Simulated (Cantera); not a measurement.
**Premixed flame**

A freely propagating, adiabatic, planar premixed flame of 25.7 % CO, 1.67 % H2, 1.36 % CH4, 14.9 % O2, 56.0 % N2, 0.436 % H2O, equivalence ratio 1.1, unburnt at 373 K and 0.133 bar; mixture-averaged transport, grid criteria slope 0.08 and curve 0.16, no radiation.

Computed with Cantera and GRI-Mech 3.0 (53 species, 325 reactions). Burning velocities carry a grid error of a few per cent, more on coarse grids.

```
z (mm)  T (K)  u (m/s)   x CO     x H2    x CH4    x N2O     x NO    x CH2
------  -----  -------  -----  -------  -------  -------  -------  -------
-16.6     373     1.04  0.257   0.0167   0.0136    <1e-8    <1e-8    <1e-8
-11.1     373     1.04  0.257   0.0167   0.0136    <1e-8    <1e-8    <1e-8
-8.32     373     1.04  0.257   0.0167   0.0136    <1e-8    <1e-8    <1e-8
-5.55     373     1.04  0.257   0.0167   0.0136    <1e-8    <1e-8    <1e-8
-2.77     385     1.07  0.256   0.0170   0.0136    <1e-8    <1e-8    <1e-8
-1.39     617     1.72  0.245   0.0170   0.0126    <1e-8  1.88e-8  4.12e-8
0        1066     2.95  0.219   0.0131  0.00313    <1e-8  4.62e-7  3.33e-7
1.39     1301     3.55  0.171  0.00569  1.42e-5  1.49e-8  2.71e-6    <1e-8
2.77     1418     3.81  0.137  0.00502  1.29e-8  1.75e-8  6.46e-6    <1e-8
5.55     1541     4.09  0.115  0.00575    <1e-8  1.63e-8  1.42e-5    <1e-8
11.1     1662     4.37  0.112  0.00592    <1e-8  1.73e-8  2.55e-5    <1e-8
22.2     1792     4.67  0.109  0.00558    <1e-8  1.92e-8  4.01e-5    <1e-8
44.4     1925     4.96  0.103  0.00493    <1e-8  2.17e-8  6.34e-5    <1e-8
```
x: mole fraction of selected species; z is measured from the peak of heat release.

```json
{
 "laminar_burning_velocity": "104 cm/s",
 "thermal_thickness": "5.55 mm",
 "peak x(CH2)": "3.40e-7",
 "grid_points": "187"
}
```
